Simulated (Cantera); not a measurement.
Charge: 1 mol Si₃N₄, 0.13 mol C, 0.29 mol H₂, equilibrated at 1800 K and 75.0 Torr.

Method: chemical equilibrium by Gibbs-energy minimisation in Cantera with the NASA 1993 tables (ideal gas, pure condensed phases). Candidate condensed phases: C, C₆H₆, C₇H₈, C₈H₁₈, Si, SiC, Si₃N₄; 105 gas species. Mutual solubility and eutectic melting of coexisting phases are not modelled. Gases not in the tables: Si₂H₆ and higher silanes. Rates play no part.

Base state: H₂ 0.769, N₂ 0.230, H 0.000993, HCN 0.000118, Si 1.68e-5, SiH₂ 1.21e-5 (mole fractions); condensed: SiC(s) + Si₃N₄(s).

### Question
What changes in the equilibrium state with this change: C from 0.13 to 0.48 mol?

### Answer
```json
[
 {"species": "N₂", "before": "0.230", "after": "0.524"},
 {"species": "H₂", "before": "0.769", "after": "0.475"},
 {"species": "H", "before": "0.000993", "after": "0.000780"},
 {"species": "Si", "before": "1.68e-5", "after": "9.67e-6"},
 {"species": "SiH₂", "before": "1.21e-5", "after": "4.33e-6"},
 {"species": "HCN", "before": "0.000118", "after": "0.000242"},
 {"species": "SiC(s), mol", "before": "0.130", "after": "0.480"},
 {"species": "Si₃N₄(s), mol", "before": "0.957", "after": "0.840"}
]
```
